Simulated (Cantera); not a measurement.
A closed system holds: 1 mol SiO2, 4.4 mol CO, 1.5 mol H2, 3.5 mol C, at 2225 K and 3.20 bar.

Equilibrium computed with Cantera from the NASA thermochemical tables; the gas is ideal and each condensed phase is pure. Candidate condensed phases: C, C6H6, C7H8, C8H18, H2O, Si, SiC, SiO2; 123 gas species. The numbers say what is thermodynamically allowed, not how fast it happens.

### Question
What is the equilibrium state?

### Answer
| Item | Result |
|---|---|
| x(CO) | 0.798 |
| x(H2) | 0.188 |
| x(SiO) | 0.0118 |
| x(H) | 0.00157 |
| x(C2H2 (acetylene)) | 0.000552 |
| x(CH4) | 2.83e-5 |
| x(H2O) | 2.53e-5 |
| x(CO2) | 2.00e-5 |
| x(Si) | 1.69e-5 |
| n(C(graphite)) | 0.679 mol |
| n(SiC(s)) | 0.906 mol |
| gas amount | 7.906 mol |
| log10 activity of Si(l) (absent) | -0.94 |
